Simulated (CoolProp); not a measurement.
Saturation properties of hexamethyldisiloxane (MM).

Model: reference Helmholtz-energy equation of state, Thol 2016, in CoolProp.

```
T (K)  p (kPa)  liquid density (kg/m³)  vapour density (kg/m³)  enthalpy of vaporisation (kJ/kg)  liquid cp (kJ/(kg K))
-----  -------  ----------------------  ----------------------  --------------------------------  ---------------------
328      21.39                   727.4                   1.301                             215.2                  1.980
336      29.18                   718.5                   1.742                             211.4                  2.003
344      39.10                   709.6                   2.294                             207.6                  2.026
351.9    51.37                   700.5                   2.967                             203.8                  2.049
359.9    66.71                   691.3                   3.800                             199.8                  2.073
367.9    85.46                   681.8                   4.807                             195.7                  2.098
375.8    107.8                   672.3                   5.998                             191.6                  2.122
383.8    134.7                   662.4                   7.433                             187.3                  2.148
391.8    166.6                   652.3                   9.129                             182.8                  2.174
399.7    203.6                   642.0                   11.10                             178.2                  2.200
407.7    247.0                   631.3                   13.43                             173.4                  2.228
415.7    297.1                   620.2                   16.15                             168.4                  2.257
423.6    353.9                   608.9                   19.28                             163.2                  2.287
```

It boils at 373.7 K under 1 atm.
